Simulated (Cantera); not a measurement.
What does this Cantera script print?

```python
import numpy as np
import cantera as ct

gas = ct.Solution("gri30.yaml")
gas.TPX = 575, 61000, {'CH4': 1, 'C2H6': 0.037, 'O2': 1.77, 'N2': 13.1}
inlet = ct.Reservoir(gas, clone=True)
gas.equilibrate("HP")  # start burning
reactor = ct.IdealGasConstPressureReactor(gas, energy="on", clone=False)
exhaust = ct.Reservoir(gas, clone=True)
tau = [0.18, 0.077, 0.032, 0.013, 0.0054, 0.0022, 0.00093, 0.00039, 0.00016, 6.6e-05][0]
for a, b in ((inlet, reactor), (reactor, exhaust)):
    ct.MassFlowController(a, b, mdot=lambda t: reactor.mass / tau)
net = ct.ReactorNet([reactor])
show = ['CH4', 'C2H6', 'O2', 'NO2', 'CH3', 'NO', 'CO2']

rows = []
print(f"{'tau/s':>10s}{'T/K':>9s}" + "".join(f"{s:>11s}" for s in show))
for tau in [0.18, 0.077, 0.032, 0.013, 0.0054, 0.0022, 0.00093, 0.00039, 0.00016, 6.6e-05]:
    net.initial_time = 0.0
    net.advance(30 * tau)
    before = gas.X
    net.advance(40 * tau)
    drift = np.max(np.abs(gas.X - before) / (gas.X + 1e-9))
    rows.append([gas.T, *gas[show].X, drift])
    print(f"{tau:10.3e}{gas.T:9.1f}" + "".join(f"{x:11.3e}" for x in gas[show].X))
```

Output:

```
     tau/s      T/K        CH4       C2H6         O2        NO2        CH3         NO        CO2
 1.800e-01   1721.4  4.742e-05  1.546e-07  1.686e-04  2.997e-10  2.031e-05  7.463e-05  4.077e-02
 7.700e-02   1716.5  5.543e-05  2.476e-07  2.793e-04  4.225e-10  2.639e-05  8.124e-05  4.066e-02
 3.200e-02   1709.4  7.789e-05  4.338e-07  4.923e-04  5.912e-10  3.791e-05  8.549e-05  4.042e-02
 1.300e-02   1698.8  1.271e-04  8.268e-07  9.078e-04  8.072e-10  5.953e-05  8.547e-05  3.989e-02
 5.400e-03   1683.0  2.304e-04  1.681e-06  1.713e-03  1.042e-09  9.902e-05  7.792e-05  3.876e-02
 2.200e-03   1654.3  4.965e-04  4.064e-06  3.585e-03  1.264e-09  1.825e-04  5.750e-05  3.605e-02
 9.300e-04    575.0  6.287e-02  2.326e-03  1.113e-01  1.376e-19  2.544e-18  5.307e-19  4.980e-16
 3.900e-04    575.0  6.287e-02  2.326e-03  1.113e-01  2.205e-23  1.011e-18  8.503e-23  7.979e-20
 1.600e-04    575.0  6.287e-02  2.326e-03  1.113e-01  1.393e-24  4.526e-19  5.371e-24  5.040e-21
 6.600e-05    575.0  6.287e-02  2.326e-03  1.113e-01  8.799e-26  1.890e-19  3.393e-25  3.184e-22
```

Computed with Cantera and GRI-Mech 3.0 (53 species, 325 reactions).
